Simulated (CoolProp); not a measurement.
Vapour-liquid equilibrium of n-heptane (1) + toluene (2) at 0.0357 MPa; x and y are mole fractions of (1).

Computed with CoolProp (multi-fluid Helmholtz-energy mixture model, Span 2003 and Lemmon 2006; pair parameters Bell 2016).

```
x     bubble temperature (K)  y at the bubble point  dew temperature at overall composition x (K)  liquid density (mol/L)
----  ----------------------  ---------------------  --------------------------------------------  ----------------------
0.05                   349.2                  0.098                                         349.9                   8.666
0.2                    345.9                  0.311                                         347.6                   8.236
0.35                   343.8                  0.463                                         345.3                   7.835
0.5                    342.3                  0.590                                         343.3                   7.465
0.65                   341.2                  0.708                                         341.7                   7.123
0.8                    340.4                  0.828                                         340.5                   6.808
0.95                   339.8                  0.955                                         339.8                   6.515
```

No azeotrope shows between x = 0.05 and 0.95.

Pair parameters are fitted to limited data, so mixtures are less certain than the pure fluids.
